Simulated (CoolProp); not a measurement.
Vapour-liquid equilibrium of R125 (1) + R152A (2) at 0.226 MPa; x and y are mole fractions of (1).

Model: multi-fluid Helmholtz-energy mixture model, Lemmon 2005 and Outcalt 1996; pair parameters Bell 2016, in CoolProp.

Q: Give the bubble temperature and the first vapour's composition at x = 0.25, 0.35, 0.55. Is there an azeotrope?

A: x = 0.25: -13.2 °C, y = 0.449; x = 0.35: -15.9 °C, y = 0.567; x = 0.55: -20.8 °C, y = 0.752. No azeotrope shows between x = 0.05 and 0.95.

Pair parameters are fitted to limited data, so mixtures are less certain than the pure fluids.
